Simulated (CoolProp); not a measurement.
Values from CoolProp's reference Helmholtz-energy equation of state, Lemmon 2006. It is a short technical equation, of lower accuracy than the large ones.

### Question
For carbon monoxide, give the phase and the cv (kJ/(kg K)), Joule-Thomson coefficient (K/MPa) at 146.3 K and 1.94 bar.

### Answer
- 146.3 K and 1.94 bar: gas; cv 0.747, Joule-Thomson coefficient 9.00
